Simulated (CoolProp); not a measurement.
Vapour-liquid equilibrium of propane (1) + n-butane (2) at 303.2 K; x and y are mole fractions of (1).

Values from CoolProp's multi-fluid Helmholtz-energy mixture model, Lemmon 2009 and Bücker 2006; pair parameters Kunz 2012.

```tsv
x	bubble pressure (MPa)	y at the bubble point	dew pressure at overall composition x (MPa)	liquid density (mol/L)
0.05	0.3191	0.145	0.2951	(withheld)
0.125	0.3730	0.314	0.3137	9.916
0.2	0.4280	0.444	0.3348	10.01
0.275	0.4840	0.547	0.3589	10.11
0.35	0.5409	0.630	0.3866	10.21
0.425	0.5989	0.698	0.4189	10.30
0.5	0.6577	0.756	0.4569	10.40
0.575	0.7176	0.806	0.5022	10.49
0.65	0.7785	0.850	0.5570	10.59
0.725	0.8405	0.888	0.6246	(withheld)
0.8	0.9038	0.922	0.7096	10.77
0.875	0.9686	0.953	0.8186	10.85
0.95	1.035	0.982	0.9610	(withheld)
```

**Question.** What belongs in the gaps?

**Answer.** 
- 0.05, liquid density (mol/L): 9.818
- 0.725, liquid density (mol/L): 10.68
- 0.95, liquid density (mol/L): 10.93

No azeotrope shows between x = 0.05 and 0.95.

The pair parameters rest on a limited set of measurements; away from them the model extrapolates.
